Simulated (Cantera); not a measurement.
What does this Cantera script print?

```python
import numpy as np
import cantera as ct

gas_names = [...]  # 136 gases of nasa_gas.yaml made of C, H, N, O
cond_names = """
    C(gr) C6H6(L) C7H8(L) C8H18(L),n-octa H2O(s) H2O(L)
""".split()


# ... load() reads the species with a 1 bar reference pressure and builds the phases ...
atoms = {
    'C3H6': {'C': 3, 'H': 6},
    'O2': {'O': 2},
    'N2': {'N': 2},
    'H2O': {'H': 2, 'O': 1},
}
top_T = {'C(gr)': 4500}  # K; cautious upper limits of use, not melting points


# ... equilibrate(T, P, feed) seeds the gas with the atoms and calls Mixture.equilibrate('TP', solver="vcs", rtol=1e-11, max_steps=5000) ...
results = []
feed = {'C3H6': 1, 'O2': 0.032, 'N2': 0.26, 'H2O': 0.9}  # mol
T = 998.15  # K
P = 460  # Pa
mix = equilibrate(T, P, feed)
results.append((T, P, feed, dict(zip(mix.species_names, mix.species_moles))))
x = sorted(zip(gas.X, gas.species_names), reverse=True)
print(f"T = {T:g} K  P = {P:g} Pa  gas = {mix.phase_moles(0):.4g} mol")
print("   x: " + "  ".join(f"{s} {v:.3e}" for v, s in x if v > 0.001))
print("   condensed (mol): " + ("  ".join(f"{mix.phase(i).name} {mix.phase_moles(i):.4g}"
      for i in range(1, mix.n_phases) if mix.phase_moles(i) > 1e-12) or "none"))
```

Output:

```
T = 998.15 K  P = 460 Pa  gas = 5.121 mol
   x: H2 7.608e-01  CO 1.878e-01  N2 5.077e-02
   condensed (mol): C(gr) 2.037
```

Cantera equilibrium calculation (NASA polynomials, part measured and part estimated; ideal gas, pure solids and liquids).
